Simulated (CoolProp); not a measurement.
CHF3 (R23) along the isobar 240 bar: fugacity coefficient from the reference equation and from simpler models built on Tc = 26.1 °C, pc = 48.32 bar, ω = 0.263; each cubic takes its own stable root.

The numbers come from the reference Helmholtz-energy equation of state, Penoncello 2003 in CoolProp.

```tsv
T (°C)	phase	reference	Redlich-Kwong	Soave-Redlich-Kwong
4.75	liquid	0.1527	0.1900	0.1765
17.95	liquid	0.1952	0.2315	[?]
31.15	supercritical	[?]	0.2749	0.2789
44.35	supercritical	0.2910	0.3194	0.3353
57.55	supercritical	0.3421	0.3642	0.3931
70.75	supercritical	0.3939	0.4086	[?]
83.95	supercritical	0.4453	0.4520	0.5080
97.15	supercritical	0.4953	[?]	0.5627
110.35	supercritical	0.5432	0.5340	0.6146
123.55	supercritical	[?]	0.5720	[?]
136.75	supercritical	0.6308	0.6077	0.7083
```

Q: What belongs in the gaps?

A: 
- 17.95, Soave-Redlich-Kwong: 0.2256
- 31.15, reference: 0.2416
- 70.75, Soave-Redlich-Kwong: 0.4511
- 97.15, Redlich-Kwong: 0.4940
- 123.55, reference: 0.5885
- 123.55, Soave-Redlich-Kwong: 0.6632
